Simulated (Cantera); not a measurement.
Charge: 1 mol Si2Cl6, 0.14 mol NH3, 1.3 mol N2, at 898 K and 96000 Pa.

Method: chemical equilibrium by Gibbs-energy minimisation in Cantera with the NASA 1993 tables (ideal gas, pure condensed phases). Candidate condensed phases: NH4Cl, Si, Si3N4; 28 gas species. The feed counts by its element totals alone. Kinetics and transport are ignored.

**Question.** What is the equilibrium state?

**Answer.** 
```
Property                              Value
--------------------------------  ---------
x(SiCl4)                              0.512
x(N2)                                 0.355
x(HCl)                                0.115
x(H2)                                0.0180
x(SiHCl3)                          0.000222
x(SiCl3)                            6.82e-6
x(NH3)                              1.70e-6
n(Si3N4(s))                       0.193 mol
gas amount                        2.773 mol
log10 activity of Si(s) (absent)      -8.36
```
